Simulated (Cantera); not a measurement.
A Cantera script and its output.

```python
import numpy as np
import cantera as ct

gas = ct.Solution("gri30.yaml")
gas.TPX = 300, 47000, {'CH4': 1, 'O2': 2.11, 'N2': 7.37, 'CO2': 0.94}
flame = ct.FreeFlame(gas, width=0.068)
flame.set_refine_criteria(ratio=3, slope=0.08, curve=0.16)
flame.transport_model = "mixture-averaged"
flame.solve(loglevel=0, auto=True)
z, T = flame.grid, flame.T
thick = (T[-1] - T[0]) / np.gradient(T, z).max()
show = ['CH4', 'O2', 'CO2', 'HO2', 'CH3', 'C2H2']
print(f"laminar burning velocity  {flame.velocity[0] * 100:.3f} cm/s")
print(f"burnt temperature         {T[-1]:.1f} K")
print(f"thermal thickness         {thick * 1e3:.4f} mm")
print(f"grid points               {len(z)}")
z0 = z[flame.heat_release_rate.argmax()]
print(f"{'z/mm':>9s}{'T/K':>9s}{'u/(m/s)':>9s}" + "".join(f"{s:>11s}" for s in show))
rows = []
for k in (-3, -2, -1.5, -1, -0.5, -0.25, 0, 0.25, 0.5, 1, 2, 4, 8):
    zz = z0 + k * thick
    rows.append([k * thick, np.interp(zz, z, T), np.interp(zz, z, flame.velocity),
                 *(np.interp(zz, z, flame.X[gas.species_index(s)]) for s in show)])
    print(f"{rows[-1][0] * 1e3:9.3f}{rows[-1][1]:9.1f}{rows[-1][2]:9.3f}" + "".join(f"{x:11.3e}" for x in rows[-1][3:]))
```

It prints:

```
laminar burning velocity  30.551 cm/s
burnt temperature         2066.5 K
thermal thickness         1.0697 mm
grid points               147
     z/mm      T/K  u/(m/s)        CH4         O2        CO2        HO2        CH3       C2H2
   -3.209    300.0    0.306  8.753e-02  1.847e-01  8.228e-02  4.141e-09  2.416e-10  6.019e-11
   -2.139    300.7    0.307  8.739e-02  1.845e-01  8.221e-02  9.666e-08  4.750e-09  2.133e-09
   -1.605    304.9    0.311  8.695e-02  1.840e-01  8.210e-02  7.987e-07  3.205e-08  2.405e-08
   -1.070    357.3    0.367  8.329e-02  1.799e-01  8.196e-02  1.249e-05  4.878e-07  5.301e-07
   -0.535    772.2    0.803  5.805e-02  1.455e-01  8.552e-02  9.761e-05  9.605e-05  8.812e-06
   -0.267   1185.7    1.243  3.139e-02  1.048e-01  9.345e-02  1.078e-04  8.646e-04  2.377e-05
    0.000   1561.2    1.645  6.511e-03  5.926e-02  1.070e-01  7.779e-05  1.045e-03  4.106e-05
    0.267   1694.2    1.781  3.026e-04  3.644e-02  1.212e-01  1.099e-05  7.015e-05  3.783e-06
    0.535   1734.3    1.816  7.510e-06  3.008e-02  1.303e-01  5.606e-06  1.884e-06  5.558e-08
    1.070   1784.5    1.860  1.227e-08  2.650e-02  1.378e-01  4.360e-06  3.477e-09  3.207e-11
    2.139   1846.9    1.918  1.900e-13  2.365e-02  1.426e-01  3.190e-06  6.514e-14  1.319e-16
    4.279   1913.5    1.979  1.209e-17  2.061e-02  1.475e-01  2.090e-06  6.782e-17  1.255e-22
    8.558   1972.2    2.032  3.206e-18  1.766e-02  1.529e-01  1.293e-06  1.516e-17  4.136e-23
```

Computed with Cantera and GRI-Mech 3.0 (53 species, 325 reactions). Burning velocities carry a grid error of a few per cent, more on coarse grids.
